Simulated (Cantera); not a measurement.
A closed system holds: 1 mol BN, 0.56 mol H2O, 72 mol N2, held at 1850 °C and 750 Torr.

Equilibrium computed with Cantera from the NASA thermochemical tables; the gas is ideal and each condensed phase is pure. Candidate condensed phases: B, BN, B2O3, B3O3H3, H2O; 39 gas species. The numbers say what is thermodynamically allowed, not how fast it happens.

Base state: N2 0.988, H2 0.00656, HBO 0.00168, B2O2 0.000984, BO 0.000964, B2O3 0.000865, H 0.000291, HBO2 0.000224 (mole fractions); condensed: BN(s).

Task: What changes in the equilibrium state with this change: N2 from 72 to 0.36 mol?

Result: 
| species | before | after |
|---|---|---|
| N2 | 0.988 | 0.424 |
| H2 | 0.00656 | 0.369 |
| B2O3 | 0.000865 | 0.0784 |
| HBO2 | 0.000224 | 0.0294 |
| HBO | 0.00168 | 0.0651 |
| B2O2 | 0.000984 | 0.0263 |
| B3O3H3 | <1e-9 | 2.70e-5 |
| H2O | 7.26e-6 | 0.00138 |
| BH2 | 1.54e-7 | 1.33e-5 |
| BO2 | 1.48e-6 | 2.59e-5 |
| H | 0.000291 | 0.00218 |
| BN(s), mol | 0.520 | 0.586 |
The tables' values for BH2 are old estimates; treat these amounts as uncertain.
